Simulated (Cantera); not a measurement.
Gas mixture: NO = 0.38 (molar parts), at 0.000148 atm, frozen composition.

Cantera's kinetic-theory transport with the Lennard-Jones parameters of GRI-Mech 3.0, ideal gas; thermal conductivity in the mixture-averaged form. The composition is frozen, though it would react at the higher temperatures.

One state of this run: ρ (kg/m³) = 5.41e-5; cp (J/kg/K) = 1133; μ (µPa s) = 42.9; λ (mW/m/K) = 68.6; Pr = 0.709; D (cm²/s) N2 = 10800; D (cm²/s) H2O = 13900; D (cm²/s) CO2 = 8610. D: mixture-averaged diffusion coefficient of that species in the mixture.

Question: Which value of T (K) does it belong to?
(A) 400
(B) 1150
(C) 1300
(D) 1000

Answer: D, 1000
